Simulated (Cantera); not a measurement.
# Equilibrium for silicon epitaxy and polysilicon growth: SiH₂Cl₂ + HCl + H₂

Feed: 1 mol SiH₂Cl₂, 0.024 mol HCl, 4.8 mol H₂, held at 1400 K.

These are equilibrium values from Cantera (NASA tables, ideal gas, pure condensed phases), not measurements of a reactor. Candidate condensed phases: Si; 19 gas species. The tables' values for SiCl₃ are old estimates; treat these amounts as uncertain. Equilibrium is a limit: real reactors are often held back by kinetics, nucleation or transport.

From 100 Pa to 200000 Pa the condensed part is Si(s). The main Si-bearing gas is SiCl₂ at 100 Pa and SiCl₄ at 200000 Pa. The share of Si in condensed phases is highest at 44000 Pa (50.2 %) and lowest at 100 Pa (47.6 %).

```
P (Pa)  log p H₂  log p HCl  log p SiCl₂  log p SiCl₄  log p SiHCl₃  log p SiCl₃  log p SiH₂Cl₂  n Si(s)
------  --------  ---------  -----------  -----------  ------------  -----------  -------------  -------
100        -3.11      -3.85        -4.13        -6.70         -7.11        -5.73          -8.33    0.476
460        -2.44      -3.20        -3.48        -5.41         -5.81        -4.76          -7.03    0.478
2100       -1.78      -2.56        -2.87        -4.18         -4.55        -3.84          -5.75    0.484
9600       -1.11      -1.94        -2.31        -3.06         -3.38        -3.00          -4.52    0.494
44000      -0.44      -1.37        -1.83        -2.10         -2.32        -2.28          -3.37    0.502
200000      0.23      -0.83        -1.42        -1.29         -1.38        -1.67          -2.29    0.493
```
log p: log10 of the partial pressure in bar; n: condensed amount in mol.
